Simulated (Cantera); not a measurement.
A closed system holds: 1 mol CuF₂, 0.075 mol H₂O, 0.64 mol N₂, equilibrated at 2050 K and 0.130 bar.

Cantera equilibrium calculation (NASA polynomials, part measured and part estimated; ideal gas, pure solids and liquids). Candidate condensed phases: Cu, CuF₂, CuO, Cu(OH)₂, Cu₂O, H₂O; 45 gas species. Kinetics and transport are ignored.

Base state: N₂ 0.313, CuF₂ 0.311, CuF 0.178, F 0.105, HF 0.0734, O₂ 0.0174, NO 0.00159, O 0.000356 (mole fractions); condensed: gas only.

Task: What changes in the equilibrium state with this change: CuF₂ replaced by CaF₂?

Result: 
```json
[
 {"species": "N₂", "before": "0.313", "after": "0.806"},
 {"species": "HF", "before": "0.0734", "after": "0.106"},
 {"species": "CaF₂", "before": "0", "after": "0.0446"},
 {"species": "CuF₂", "before": "0.311", "after": "0"},
 {"species": "CuF", "before": "0.178", "after": "0"},
 {"species": "H₂O", "before": "<1e-9", "after": "0.0390"},
 {"species": "F", "before": "0.105", "after": "7.78e-6"},
 {"species": "O₂", "before": "0.0174", "after": "0.000587"},
 {"species": "H₂", "before": "<1e-9", "after": "0.00186"},
 {"species": "Cu", "before": "4.94e-5", "after": "0"},
 {"species": "CaF", "before": "0", "after": "4.88e-5"},
 {"species": "H", "before": "1.39e-8", "after": "0.000271"},
 {"species": "OH", "before": "1.73e-7", "after": "0.000621"},
 {"species": "CaF₂(l), mol", "before": "0", "after": "0.922"},
 {"species": "CaO(s), mol", "before": "0", "after": "0.0422"}
]
```
Mutual solubility and eutectic melting of coexisting phases are not modelled. Further candidate phases: Ca, CaF₂, CaO, Ca(OH)₂.
